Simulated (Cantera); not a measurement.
An isothermal, constant-pressure homogeneous reactor starts with CH4 : H2O = 1 : 1.8 (molar parts), at 1625 K and 1.00 bar.

Cantera simulation using GRI-Mech 3.0 (53 species, 325 reactions); the numbers are that mechanism's predictions, not measurements.

One state of this run: x CH4 = 0.0316; x H2O = 0.305; x CO2 = 0.0183; x H = 5.07e-5; x CH2 = 1.62e-8; x C2H = 1.80e-8; x OH = 1.29e-6. x: mole fraction; the columns are a selection and need not sum to one.

Question: Which value of t (s) does it belong to?
A. 0.00548
B. 0.353
C. 0.125
D. 1.00

Answer: D, 1.00
